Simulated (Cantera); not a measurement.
A Cantera script and what it prints.

```python
import numpy as np
import cantera as ct

gas_names = [...]  # 151 gases of nasa_gas.yaml made of C, H, N, O, Si
cond_names = """
    C(gr) C6H6(L) C7H8(L) C8H18(L),n-octa H2O(s) H2O(L) Si(cr) Si(L) SiC(b) SiO2(Lqz) SiO2(hqz) SiO2(L)
    Si2N2O(s) Si3N4(a)
""".split()


# ... load() reads the species with a 1 bar reference pressure and builds the phases ...
atoms = {
    'HMDSO': {'Si': 2, 'C': 6, 'H': 18, 'O': 1},
    'CO2': {'C': 1, 'O': 2},
    'N2': {'N': 2},
}
top_T = {'C(gr)': 4500, 'SiC(b)': 3050, 'Si2N2O(s)': 2100, 'Si3N4(a)': 2400}  # K; cautious upper limits of use, not melting points


# ... equilibrate(T, P, feed) seeds the gas with the atoms and calls Mixture.equilibrate('TP', solver="vcs", rtol=1e-11, max_steps=5000) ...
results = []
feed = {'HMDSO': 1, 'CO2': 0.64, 'N2': 2.6}  # mol
P = 13332.2  # Pa
for T in [1023, 1073, 1123, 1173, 1223, 1273, 1323, 1373, 1423, 1473, 1523, 1573, 1623, 1673]:
    mix = equilibrate(T, P, feed)
    results.append((T, P, feed, dict(zip(mix.species_names, mix.species_moles))))

top = {s: max(r[3][s] / sum(r[3][g] for g in gas_names) for r in results) for s in gas_names}
cols = sorted((s for s in top if top[s] > 0.001), key=lambda s: -top[s])[:8]
seen = [c for c in cond_names if any(r[3].get(c, 0) > 1e-12 for r in results)]
print("log10 of partial pressures in bar; condensed amounts in mol")
print(f"{'T/K':>10s}" + "".join(f"{s[:9]:>10s}" for s in cols + seen))
for T, P, feed, n in results:
    ng = sum(n[g] for g in gas_names)
    print(f"{T:10.4g}" + "".join(f"{np.log10(max(n[s] / ng * P / 1e5, 1e-99)):10.3f}" for s in cols)
          + "".join(f"{n.get(c, 0):10.4g}" for c in seen))
```

Result:

```
log10 of partial pressures in bar; condensed amounts in mol
       T/K        H2        N2        CO       CH4       HCN     C(gr)    SiC(b) SiO2(hqz) Si2N2O(s)
      1023    -0.968    -1.609    -3.749    -3.061    -6.417     6.554         0    0.8433    0.5784
      1073    -0.967    -1.613    -3.328    -3.272    -6.102     6.557         0    0.8271    0.5864
      1123    -0.967    -1.619    -2.946    -3.467    -5.817     6.518         0    0.7902    0.6049
      1173    -0.970    -1.631    -2.599    -3.651    -5.561     6.411         0    0.7124    0.6438
      1223    -0.975    -1.654    -2.285    -3.826    -5.334     6.187         0    0.5594    0.7203
      1273    -0.986    -1.699    -2.004    -3.999    -5.139     5.769         0    0.2784    0.8608
      1323    -0.996    -1.746    -1.843    -4.160    -4.962     5.354         0         0         1
      1373    -0.996    -1.746    -1.843    -4.290    -4.772     5.355         0         0         1
      1423    -0.996    -1.746    -1.843    -4.411    -4.596     5.355         0         0         1
      1473    -0.996    -1.746    -1.843    -4.524    -4.431     5.354         0         0    0.9999
      1523    -0.996    -1.746    -1.843    -4.630    -4.278     5.353         0         0    0.9998
      1573    -0.996    -1.747    -1.843    -4.729    -4.134     5.352         0         0    0.9994
      1623    -0.996    -1.747    -1.843    -4.821    -3.999     5.351         0         0    0.9984
      1673    -1.064    -1.604    -1.661    -5.043    -3.835      2.36     1.991         0         0
```

Equilibrium computed with Cantera from the NASA thermochemical tables; the gas is ideal and each condensed phase is pure. The feed counts by its element totals alone. N2 is the only nitrogen source here; it is nearly inert below about 1500 K, so the nitride shown seldom forms there in practice. Mutual solubility and eutectic melting of coexisting phases are not modelled. The tables hold silica as quartz up to 1696 K and as liquid above; real silica turns to tridymite and cristobalite and melts near 1996 K.
